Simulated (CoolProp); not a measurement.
Vapour-liquid equilibrium of R22 (1) + methanol (2) at -0.65 °C; x and y are mole fractions of (1).

The numbers come from the multi-fluid Helmholtz-energy mixture model, Kamei 1995 and de Reuck 1993; pair parameters Bell 2016 in CoolProp.

### Question
Give the bubble pressure and the first vapour's composition at x = 0.2, 0.275, 0.35. Is there an azeotrope?

### Answer
x = 0.2: 0.1517 MPa, y = 0.977; x = 0.275: 0.1949 MPa, y = 0.983; x = 0.35: 0.2328 MPa, y = 0.987. No azeotrope shows between x = 0.05 and 0.95.

Pair parameters are fitted to limited data, so mixtures are less certain than the pure fluids. With so large a gap from Raoult's law the liquid may split in two, which this calculation doesn't test in full.
